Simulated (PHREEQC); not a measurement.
PHREEQC input (ion-association model, wateq4f.dat):

```
SOLUTION_SPECIES
  2 NO3- + 12 H+ + 10 e- = N2 + 6 H2O  # shut off: nitrate stays nitrate
    -log_k -100
    -delta_h 0
    -analytic -100
SOLUTION 1
  temp 25
  units mol/kgw
  pH 7 charge
END
SELECTED_OUTPUT 1
  -reset false
  -pH true
  -pe true
  -ionic_strength true
  -water true
  -totals C Cu N C(-4) C(4) Cu(1) Cu(2) N(5) N(3) N(0)
    N(-3)
  -molalities H+ CO3-2 Cu+2 NO3- NH3 CO2 HCO3- O2 NH4+ OH-
    Cu+ CuCO3 Cu(CO3)2-2 CuOH+ Cu(OH)2 Cu(OH)3- Cu(OH)4-2 Cu2(OH)2+2 NO2- CuHCO3+
  -equilibrium_phases Malachite Cu(OH)2 Cu2(OH)3NO3
PRINT
  -reset false
USE solution 1
REACTION 1
  HNO3 1
  0 0.00208 0.00417 0.00625 0.00833 0.0104 0.0125 0.0146 0.0167 0.0187 0.0208 0.0229 0.025 moles
EQUILIBRIUM_PHASES 1
  Malachite 0 0.2
  Cu(OH)2 0 0
  Cu2(OH)3NO3 0 0
  O2(g) -0.68 10
END
```

Selected output (columns that matter, 11 of 13 rows; HNO3 added (mol) added in front):

```
HNO3 added (mol)	pH	mu	C	Cu	N	m_H+	m_Cu+2	m_NO3-	m_CO2	m_OH-	m_CuHCO3+	Malachite	Cu(OH)2
0	7.0354	1.2038e-05	9.843e-06	1.3533e-05	0	9.2541e-08	3.7687e-06	0	1.6667e-06	1.0906e-07	1.5009e-08	0.19999	6.1526e-06
0.00208	5.2476	0.0031677	0.00053452	0.001069	0.0020799	5.9843e-06	0.0010467	0.0020799	0.00047679	1.8836e-09	1.6501e-05	0.19947	0
0.00417	5.039	0.0063065	0.001065	0.0021301	0.0041698	9.8584e-06	0.0020836	0.0041698	0.00097266	1.1927e-09	3.899e-05	0.19893	0
0.00833	4.8372	0.01254	0.0021209	0.0042419	0.0083291	1.606e-05	0.0041412	0.0083291	0.0019603	7.729e-10	9.0821e-05	0.19788	0
0.0104	4.7737	0.015638	0.0026465	0.0052931	0.010399	1.8744e-05	0.0051634	0.010399	0.0024512	6.7576e-10	0.00011891	0.19735	0
0.0125	4.7216	0.018779	0.0031799	0.0063597	0.012498	2.1289e-05	0.0061995	0.012498	0.0029489	6.0572e-10	0.00014857	0.19682	0
0.0146	4.6779	0.021919	0.0037133	0.0074266	0.014597	2.3692e-05	0.0072349	0.014597	0.0034462	5.53e-10	0.00017924	0.19629	0
0.0167	4.6404	0.025058	0.0042469	0.0084938	0.016696	2.5979e-05	0.0082697	0.016696	0.0039431	5.116e-10	0.00021079	0.19575	0
0.0208	4.5795	0.031184	0.0052889	0.010578	0.020794	3.0176e-05	0.010289	0.020794	0.0049121	4.5142e-10	0.00027457	0.19471	0
0.0229	4.553	0.034321	0.0058228	0.011646	0.022893	3.2211e-05	0.011322	0.022893	0.0054079	4.2767e-10	0.00030823	0.19418	0
0.025	4.529	0.037457	0.0063567	0.012713	0.024992	3.4182e-05	0.012355	0.024992	0.0059034	4.0726e-10	0.00034249	0.19364	0
```

The database's constant for dissolved Cu(OH)2 is higher than later reviews accept.
